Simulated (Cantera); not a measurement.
What does this Cantera script print?

```python
import numpy as np
import cantera as ct

gas = ct.Solution("gri30.yaml")
gas.TPX = 1975, 100000, {'CH4': 1, 'H2': 53}
inlet = ct.Reservoir(gas, clone=True)

reactor = ct.IdealGasConstPressureReactor(gas, energy="off", clone=False)
exhaust = ct.Reservoir(gas, clone=True)
tau = [2.3, 0.79, 0.27, 0.092, 0.031, 0.011, 0.0037, 0.0012, 0.00043, 0.00015][0]
for a, b in ((inlet, reactor), (reactor, exhaust)):
    ct.MassFlowController(a, b, mdot=lambda t: reactor.mass / tau)
net = ct.ReactorNet([reactor])
show = ['CH4', 'H2', 'C2H6', 'CH3', 'C2H', 'H']

rows = []
print(f"{'tau/s':>10s}{'T/K':>9s}" + "".join(f"{s:>11s}" for s in show))
for tau in [2.3, 0.79, 0.27, 0.092, 0.031, 0.011, 0.0037, 0.0012, 0.00043, 0.00015]:
    net.initial_time = 0.0
    net.advance(30 * tau)
    before = gas.X
    net.advance(40 * tau)
    drift = np.max(np.abs(gas.X - before) / (gas.X + 1e-9))
    rows.append([gas.T, *gas[show].X, drift])
    print(f"{tau:10.3e}{gas.T:9.1f}" + "".join(f"{x:11.3e}" for x in gas[show].X))
```

Output:

```
     tau/s      T/K        CH4         H2       C2H6        CH3        C2H          H
 2.300e+00   1975.0  1.815e-03  9.886e-01  4.202e-08  4.967e-05  1.925e-07  1.370e-03
 7.900e-01   1975.0  2.185e-03  9.884e-01  5.536e-08  5.976e-05  1.879e-07  1.368e-03
 2.700e-01   1975.0  2.982e-03  9.880e-01  9.249e-08  8.142e-05  1.782e-07  1.365e-03
 9.200e-02   1975.0  4.437e-03  9.872e-01  1.898e-07  1.208e-04  1.605e-07  1.361e-03
 3.100e-02   1975.0  6.748e-03  9.860e-01  4.219e-07  1.829e-04  1.325e-07  1.353e-03
 1.100e-02   1975.0  9.688e-03  9.845e-01  8.506e-07  2.608e-04  9.712e-08  1.342e-03
 3.700e-03   1975.0  1.303e-02  9.828e-01  1.505e-06  3.465e-04  5.719e-08  1.324e-03
 1.200e-03   1975.0  1.578e-02  9.814e-01  2.115e-06  4.083e-04  2.474e-08  1.287e-03
 4.300e-04   1975.0  1.721e-02  9.807e-01  2.283e-06  4.180e-04  8.335e-09  1.206e-03
 1.500e-04   1975.0  1.791e-02  9.806e-01  1.867e-06  3.640e-04  1.590e-09  1.008e-03
```

Cantera simulation using GRI-Mech 3.0 (53 species, 325 reactions); the numbers are that mechanism's predictions, not measurements. GRI-Mech 3.0 stops at C3 and has no aromatics, soot or wall deposition, so with more carbon than oxygen in the feed, carbon stays in small species such as C2H2 where larger ones or solid carbon would form.
